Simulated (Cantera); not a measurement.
An isothermal, constant-pressure homogeneous reactor starts with 45.5 % N2O, 54.5 % O2, at 1548 K and 100000 Pa.

Model: GRI-Mech 3.0 (53 species, 325 reactions), integrated in Cantera. GRI-Mech 3.0 was tuned for natural gas; its chemistry of N2O as a main component is partial and can be far from experiment. The temperature is held fixed by assumption; the heat of reaction is taken as removed at once.

x: mole fraction; the columns are a selection and need not sum to one.

| t (s) | x N2O | x O2 | x NO | x N2 | x O | x NO2 |
|---|---|---|---|---|---|---|
| 2.00e-6 | 0.454 | 0.545 | 4.19e-6 | 4.87e-5 | 3.55e-5 | 2.02e-11 |
| 9.71e-6 | 0.454 | 0.545 | 6.43e-5 | 0.000295 | 9.16e-5 | … |
| 4.72e-5 | 0.452 | 0.546 | 0.000495 | 0.00167 | 0.000107 | … |
| 0.000229 | 0.443 | 0.546 | 0.00259 | 0.00832 | 0.000106 | … |
| 0.00111 | 0.400 | 0.549 | 0.0119 | 0.0382 | 0.000104 | … |
| 0.00540 | 0.254 | 0.561 | 0.0430 | 0.142 | 9.32e-5 | … |
| 0.0262 | 0.0461 | 0.581 | 0.0799 | 0.293 | 4.44e-5 | … |
| 0.127 | 0.000204 | 0.588 | 0.0829 | 0.329 | 6.13e-6 | 0.000639 |
| 0.618 | 2.35e-6 | 0.588 | 0.0827 | 0.329 | 5.89e-6 | 0.000641 |
| 3.00 | 2.32e-6 | 0.588 | 0.0821 | 0.329 | 5.89e-6 | 0.000636 |

Question: Complete the blanks.

Answer: 
- 9.71e-6, x NO2: 4.11e-9
- 4.72e-5, x NO2: 2.30e-7
- 0.000229, x NO2: 5.20e-6
- 0.00111, x NO2: 5.75e-5
- 0.00540, x NO2: 0.000262
- 0.0262, x NO2: 0.000519
